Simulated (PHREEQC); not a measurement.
PHREEQC input (ion-association model, wateq4f.dat):

```
SOLUTION_MASTER_SPECIES
  An  An-  0  An  62.0  # stands for a non-complexing anion
SOLUTION_SPECIES
  An- = An-
    -log_k 0
    -gamma 3.0 0
PHASES
  Fix_H+
    H+ = H+
    -log_k 0
SOLUTION 1
  temp 25
  units mmol/kgw
  pH 7 charge
  F 0.0049
  Na 50.0049
  An 50
END
SELECTED_OUTPUT 1
  -reset false
  -pH true
  -pe true
  -ionic_strength true
  -water true
  -totals F Na
  -molalities Hfo_wOH Hfo_wOH2+ Hfo_wO- Hfo_sOH Hfo_sOH2+ Hfo_sO- Hfo_wF Hfo_wOHF-
USER_PUNCH 1
  -headings sigma psi
  10 PUNCH EDL("sigma", "Hfo"), EDL("psi", "Hfo")
PRINT
  -reset false
USE solution 1
SURFACE 1
  Hfo_wOH 0.00161798 600 0.72
  Hfo_sOH 4.04494e-05
EQUILIBRIUM_PHASES 1
  Fix_H+ -3 HAn 10
    -force_equality true
  O2(g) -0.68 10
END
# ... the last block is repeated for the other 16 points of pH, with NaOH or the acid as the point needs
```

Selected output (columns that matter, 9 of 17 rows; pH added in front):

```
pH	mu	F	Na	m_Hfo_wOH	m_Hfo_wOH2+	m_Hfo_wO-	m_Hfo_sOH	m_Hfo_sOH2+	m_Hfo_sO-	m_Hfo_wF	m_Hfo_wOHF-	sigma	psi
3	0.051976	4.0844e-07	0.050005	5.6839e-05	0.0015566	4.7546e-08	1.4249e-06	3.9023e-05	1.192e-09	4.2515e-06	2.4002e-07	0.35634	0.16874
4	0.050779	2.8435e-07	0.050005	0.00032632	0.0012851	1.8982e-06	8.1813e-06	3.2221e-05	4.7589e-08	3.3144e-06	1.3012e-06	0.29353	0.15941
5	0.050421	5.5739e-07	0.050005	0.00078743	0.00080864	1.7566e-05	1.9739e-05	2.027e-05	4.4033e-07	1.7332e-06	2.6095e-06	0.18054	0.13478
6	0.050205	1.5818e-06	0.050005	0.0011015	0.00045164	6.1541e-05	2.7594e-05	1.1314e-05	1.5417e-06	6.9552e-07	2.6227e-06	0.088731	0.099216
7	0.050081	3.5428e-06	0.050005	0.0012183	0.00027434	0.00012395	3.0484e-05	6.8643e-06	3.1013e-06	1.7253e-07	1.1846e-06	0.034168	0.055457
8	0.050011	4.6491e-06	0.050005	0.0012416	0.00019444	0.00018164	3.1046e-05	4.8618e-06	4.5416e-06	2.3078e-08	2.2785e-07	0.0028815	0.0056319
9	0.050075	4.8646e-06	0.050133	0.001229	0.00013773	0.00025123	3.0725e-05	3.4432e-06	6.2809e-06	2.3898e-09	3.2972e-08	-0.025994	-0.044927
10	0.050294	4.8945e-06	0.05046	0.001144	7.517e-05	0.00039883	2.8599e-05	1.8793e-06	9.9706e-06	2.2371e-10	5.264e-09	-0.074102	-0.090369
11	0.051594	4.899e-06	0.051949	0.00087637	2.4537e-05	0.00071705	2.1909e-05	6.1343e-07	1.7926e-05	1.711e-11	9.4482e-10	-0.15855	-0.12761
```

The oxide is taken as insoluble; below pH 4 it would dissolve.
